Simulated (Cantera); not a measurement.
A closed system holds: 1 mol CH4, 0.17 mol CO2, equilibrated at 627 °C and 12.0 Torr.

Method: chemical equilibrium by Gibbs-energy minimisation in Cantera with the NASA 1993 tables (ideal gas, pure condensed phases). Candidate condensed phases: C, C6H6, C7H8, C8H18, H2O; 110 gas species. The numbers say what is thermodynamically allowed, not how fast it happens.

Problem. What is the equilibrium state?

Solution. 
```json
{
  "x(H2)": "0.851",
  "x(CO)": "0.139",
  "x(H2O)": "0.00459",
  "x(CH4)": "0.00362",
  "x(CO2)": "0.00172",
  "n(C(graphite))": "0.836 mol",
  "gas_amount": "2.317 mol"
}
```
